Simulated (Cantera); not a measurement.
Cantera run:

```python
import numpy as np
import cantera as ct

gas_names = [...]  # 109 gases of nasa_gas.yaml made of C, Cl, H, Si
cond_names = """
    C(gr) C6H6(L) C7H8(L) C8H18(L),n-octa Si(cr) Si(L) SiC(b)
""".split()


# ... load() reads the species with a 1 bar reference pressure and builds the phases ...
atoms = {
    'SiH2Cl2': {'Si': 1, 'H': 2, 'CL': 2},
    'CH4': {'C': 1, 'H': 4},
    'H2': {'H': 2},
    'C3H8': {'C': 3, 'H': 8},
}
top_T = {'C(gr)': 4500, 'SiC(b)': 3050}  # K; cautious upper limits of use, not melting points


# ... equilibrate(T, P, feed) seeds the gas with the atoms and calls Mixture.equilibrate('TP', solver="vcs", rtol=1e-11, max_steps=5000) ...
results = []
feed = {'SiH2Cl2': 1, 'CH4': 1.4, 'H2': 11, 'C3H8': 0.15}  # mol
P = 310  # Pa
for T in [1750, 1850, 1950, 2050, 2150, 2250, 2350, 2450]:
    mix = equilibrate(T, P, feed)
    results.append((T, P, feed, dict(zip(mix.species_names, mix.species_moles))))
    x = sorted(zip(gas.X, gas.species_names), reverse=True)
    print(f"T = {T:g} K  P = {P:g} Pa  gas = {mix.phase_moles(0):.4g} mol")
    print("   x: " + "  ".join(f"{s} {v:.3e}" for v, s in x if v > 0.0001))
    print("   condensed (mol): " + ("  ".join(f"{mix.phase(i).name} {mix.phase_moles(i):.4g}"
          for i in range(1, mix.n_phases) if mix.phase_moles(i) > 1e-12) or "none"))
```

It prints:

```
T = 1750 K  P = 310 Pa  gas = 16.44 mol
   x: H2 8.753e-01  HCL 1.192e-01  H 3.908e-03  SiCL2 1.027e-03  CL 4.105e-04  C2H2,acetylene 1.006e-04
   condensed (mol): C(gr) 0.8639  SiC(b) 0.9828
T = 1850 K  P = 310 Pa  gas = 16.48 mol
   x: H2 8.707e-01  HCL 1.176e-01  H 9.029e-03  SiCL2 1.380e-03  CL 9.267e-04  C2H2,acetylene 2.277e-04
   condensed (mol): C(gr) 0.8668  SiC(b) 0.9756
T = 1950 K  P = 310 Pa  gas = 16.58 mol
   x: H2 8.612e-01  HCL 1.151e-01  H 1.911e-02  CL 1.913e-03  SiCL2 1.772e-03  C2H2,acetylene 4.707e-04  Si 3.484e-04
   condensed (mol): C(gr) 0.8713  SiC(b) 0.9625
T = 2050 K  P = 310 Pa  gas = 16.78 mol
   x: H2 8.428e-01  HCL 1.110e-01  H 3.741e-02  CL 3.645e-03  SiCL2 2.169e-03  Si 1.637e-03  C2H2,acetylene 8.948e-04  SiCL 2.589e-04
   condensed (mol): C(gr) 0.8886  SiC(b) 0.9275
T = 2150 K  P = 310 Pa  gas = 17.18 mol
   x: H2 8.087e-01  HCL 1.043e-01  H 6.812e-02  Si 6.648e-03  CL 6.430e-03  SiCL2 2.509e-03  C2H2,acetylene 1.567e-03  SiCL 6.514e-04  SiC2 5.258e-04  Si2C 3.272e-04  SiH 1.627e-04
   condensed (mol): C(gr) 0.9644  SiC(b) 0.8078
T = 2250 K  P = 310 Pa  gas = 18.06 mol
   x: H2 7.455e-01  H 1.152e-01  HCL 9.345e-02  Si 2.380e-02  CL 1.045e-02  SiC2 2.753e-03  SiCL2 2.681e-03  C2H2,acetylene 2.496e-03  Si2C 1.650e-03  SiCL 1.459e-03  SiH 4.603e-04
   condensed (mol): C(gr) 1.254  SiC(b) 0.3751
T = 2350 K  P = 310 Pa  gas = 19.23 mol
   x: H2 6.640e-01  H 1.825e-01  HCL 8.319e-02  Si 3.835e-02  CL 1.639e-02  SiC2 6.267e-03  C2H2,acetylene 3.664e-03  Si2C 1.823e-03  SiCL 1.538e-03  SiCL2 1.444e-03  SiH 5.856e-04
   condensed (mol): C(gr) 1.429
T = 2450 K  P = 310 Pa  gas = 20.4 mol
   x: H2 5.765e-01  H 2.740e-01  HCL 7.182e-02  Si 3.712e-02  CL 2.423e-02  SiC2 8.311e-03  C2H2,acetylene 5.029e-03  SiCL 9.850e-04  Si2C 7.780e-04  SiCL2 4.879e-04  SiH 4.481e-04  C2H 1.540e-04
   condensed (mol): C(gr) 1.276
```

These are equilibrium values from Cantera (NASA tables, ideal gas, pure condensed phases), not measurements of a reactor. The tables' values for SiCl are old estimates; treat these amounts as uncertain. Gases not in the tables: Si2H6 and higher silanes.
